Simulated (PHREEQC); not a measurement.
Consider water at 45 °C with 14 mmol/kgw Na2HAsO4, 3.4 mmol/kgw HCl and 8.3 mmol/kgw FeCl3. Closed to the air; pH follows from the charge balance.

The numbers come from PHREEQC with the ion-association model, wateq4f.dat.

No solid was allowed to form.

Task: Estimate the pH, ionic strength.

Result: pH 3.50; ionic strength 0.0512 mol/kgw.

Task: In which forms is As present?

Result: H2AsO4- 94 %, H3AsO4 5.7 % of the As.

Saturation is exceeded, for instance for Hematite (slow to form), Goethite (slow to form); the values hold only as long as no solid forms. Complexes and solids missing from the database can't appear. The database's scorodite may be far more soluble than the real mineral, and it has no iron arsenate complexes; the constant wasn't checked at its source. At this temperature some constants are extrapolated from 25 °C, and those without enthalpy data are left unchanged.
